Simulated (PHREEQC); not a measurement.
1 kg of water holding 0.0034 mol Na2B4O7 and 0.018 mol Na2SO4 is evaporated at 25 °C; the solids stay in contact with the brine. The system is closed to CO2. Only these solids could form: Mirabilite, Thenardite, Borax, Boric_acid,s, NaBO2:4H2O, NaB5O8:5H2O.

The series has 28 steps of water left (kg), from 1 to 0.00249.

All values are PHREEQC results (Pitzer model, pitzer.dat), not measurements.

Problem. Which solids form, in which order, and at which step of the series does each first stand?

Solution. Borax from water left = 0.03576 kg (pH 9.04); Mirabilite from water left = 0.008803 kg (pH 8.83).

Species that the database lacks are ignored.
